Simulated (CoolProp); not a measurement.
Properties of methanol along the isotherm 277.85 °C (Tc = 240.2 °C, pc = 8.216 MPa, ω = 0.565).

Model: reference Helmholtz-energy equation of state, de Reuck 1993, in CoolProp.

| p (MPa) | phase | density (kg/m³) | speed of sound (m/s) | viscosity (µPa s) | Prandtl number | fugacity coefficient |
|---|---|---|---|---|---|---|
| 0.316 | gas | 2.230 | 402.7 | 18.1 | 0.803 | 0.9910 |
| 0.632 | gas | 4.504 | 399.6 | 18.1 | 0.810 | 0.9820 |
| 0.948 | gas | 6.822 | 396.5 | 18.0 | 0.818 | 0.9729 |
| 1.26 | gas | 9.160 | 393.4 | 18.0 | 0.827 | 0.9638 |
| 1.58 | gas | 11.61 | 390.1 | 18.0 | 0.837 | 0.9545 |
| 1.9 | gas | … | 386.7 | 17.9 | 0.848 | 0.9452 |
| 2.21 | gas | 16.61 | 383.4 | 17.9 | 0.860 | 0.9361 |
| 2.53 | gas | 19.25 | 380.0 | 17.9 | … | 0.9266 |
| 2.84 | gas | 21.87 | 376.6 | 17.9 | 0.885 | 0.9174 |
| 3.16 | gas | 24.65 | 373.0 | 17.9 | 0.900 | 0.9079 |
| 3.48 | gas | 27.51 | 369.5 | 17.9 | 0.916 | 0.8984 |
| 3.79 | gas | 30.37 | 366.1 | 17.9 | … | 0.8892 |
| 4.11 | gas | 33.40 | 362.5 | 17.9 | 0.950 | 0.8796 |

Q: Complete the blanks.

A: 
- 1.9, density (kg/m³): 14.12
- 2.53, Prandtl number: 0.872
- 3.79, Prandtl number: 0.932

Viscosity comes from a separate model (Xiang 2006). Thermal conductivity comes from a separate model (Sykioti 2013).
